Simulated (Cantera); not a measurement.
**Ignition delay**

Mixture: 5.21 % CH3OH, 15.0 % O2, 79.8 % N2, at 100000 Pa, adiabatic and at constant pressure. Ignition delay is the time to a rise of 400 K.

Computed with Cantera and GRI-Mech 3.0 (53 species, 325 reactions). GRI-Mech 3.0 was tuned for natural gas; its chemistry of methanol as a main component is partial and can be far from experiment. Where the delays flatten at high temperature, the 400 K rule measures the pace of heat release, not the induction time.

```csv
T0 (K),delay (ms)
1275,3.97
1350,1.52
1425,0.680
1500,0.347
1575,0.199
1650,0.129
1725,0.0937
1800,0.0772
1875,0.0714
```
